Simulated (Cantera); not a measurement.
A closed system holds: 1 mol Fe2O3, 0.98 mol SO3, 0.049 mol CO2, at 1252 °C and 87000 Pa.

Equilibrium computed with Cantera from the NASA thermochemical tables; the gas is ideal and each condensed phase is pure. Candidate condensed phases: C, Fe, Fe(CO)5, FeO, FeS, FeSO4, FeS2, Fe2O3, Fe2(SO4)3, Fe3O4, S; 25 gas species. Rates play no part.

Base state: SO2 0.638, O2 0.319, CO2 0.0324, SO3 0.0111 (mole fractions); condensed: Fe2O3(s).

### Question
What changes in the equilibrium state with this change: temperature from 1252 °C to 1527 °C?

### Answer
```csv
species,before,after
SO2,0.638,0.579
O2,0.319,0.388
CO2,0.0324,0.0291
SO3,0.0111,0.00354
SO,6.32e-7,1.97e-5
O,3.43e-6,8.13e-5
CO,4.36e-7,1.03e-5
"Fe2O3(s), mol",1.00,0
"Fe3O4(s), mol",0,0.667
```

### Question
What changes in the equilibrium state with this change: temperature from 1252 °C to 727 °C?

### Answer
```csv
species,before,after
SO2,0.638,0.423
SO3,0.0111,0.328
O2,0.319,0.212
CO2,0.0324,0.0375
"Fe2O3(s), mol",1.00,1.00
```
